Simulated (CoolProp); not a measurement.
Vapour-liquid equilibrium of R114 (1) + n-heptane (2) at 1.31 bar; x and y are mole fractions of (1).

Model: multi-fluid Helmholtz-energy mixture model, Platzer 1990 and Span 2003; pair parameters Bell 2016, in CoolProp. This equation is an older, rougher fit; its heat capacities, sound speeds and derivatives of the liquid may be far off and weren't checked against measurements.

```
x      bubble temperature, mixture model (K)  bubble temperature, Raoult's law (K)  y, mixture model  y, Raoult's law
-----  -------------------------------------  ------------------------------------  ----------------  ---------------
0.05                                   358.2                                 362.7             0.497            0.437
0.125                                  335.0                                 344.0             0.787            0.721
0.2                                    320.8                                 331.2             0.886            0.841
0.275                                  311.7                                 321.7             0.929            0.902
0.35                                   305.5                                 314.3             0.950            0.936
0.425                                  301.0                                 308.4             0.963            0.956
0.5                                    297.7                                 303.5             0.971            0.970
0.575                                  295.0                                 299.4             0.977            0.979
0.65                                   292.8                                 295.8             0.982            0.986
0.725                                  290.7                                 292.6             0.986            0.990
0.8                                    288.8                                 289.8             0.989            0.994
0.875                                  287.0                                 287.3             0.993            0.997
0.95                                   285.0                                 285.1             0.997            0.999
```

The largest gap from Raoult's law is -10.4 K in bubble temperature, at x = 0.2. No azeotrope shows between x = 0.05 and 0.95.

The pair parameters rest on a limited set of measurements; away from them the model extrapolates.
